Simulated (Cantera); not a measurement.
Charge: 1 mol (CH3)2SiCl2, 2.9 mol HCl, 170 mol H2, equilibrated at 1648 K and 100000 Pa.

These are equilibrium values from Cantera (NASA tables, ideal gas, pure condensed phases), not measurements of a reactor. Candidate condensed phases: C, C6H6, C7H8, C8H18, Si, SiC; 109 gas species. The feed counts by its element totals alone. Equilibrium is a limit: real reactors are often held back by kinetics, nucleation or transport.

Base state: H2 0.971, HCl 0.0277, CH4 0.00126, H 8.77e-5, C2H2 (acetylene) 4.34e-5, SiCl2 3.45e-5 (mole fractions); condensed: C(graphite) + SiC(s).

### Question
What changes in the equilibrium state with this change: temperature from 1648 K to 2673 K?

### Answer
```csv
species,before,after
H2,0.971,0.914
H,8.77e-5,0.0490
HCl,0.0277,0.0253
C2H2 (acetylene),4.34e-5,0.00493
Si,3.18e-9,0.00328
SiC2,<1e-9,0.000340
Si2C,<1e-9,0.000209
SiH,5.76e-9,0.000647
"C(graphite), mol",0.766,0
"SiC(s), mol",0.994,0
```
The tables' values for SiCl are old estimates; treat these amounts as uncertain. Gases not in the tables: Si2H6 and higher silanes.
